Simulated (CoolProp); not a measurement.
Dimethyl carbonate at several states: fugacity coefficient from the reference equation and from simpler models built on Tc = 283.9 °C, pc = 49.09 bar, ω = 0.346; each cubic takes its own stable root.

Computed with CoolProp (reference Helmholtz-energy equation of state, Zhou 2011).

```
T (°C)  p (bar)   phase  reference
------  -------  ------  ---------
182.45      2.9     gas     0.9615
54.95      44.3  liquid   0.007347
73.75      2.42  liquid     0.2382
225.25     14.4     gas     0.8572
128.45     57.7  liquid    0.05736
```

### Question
How far does each simpler model (van der Waals, Redlich-Kwong, Soave-Redlich-Kwong) lie from the reference over these 5 states: mean and median of the absolute difference, and the worst?

### Answer
- van der Waals: mean 366.3 %, median 269.1 %, worst +1256.2 % at 54.95 °C and 44.3 bar
- Redlich-Kwong: mean 83.8 %, median 79.6 %, worst +191.5 % at 54.95 °C and 44.3 bar
- Soave-Redlich-Kwong: mean 1.4 %, median 2.1 %, worst +2.6 % at 128.45 °C and 57.7 bar

At some of these states van der Waals gives the other phase, because its saturation line lies elsewhere.
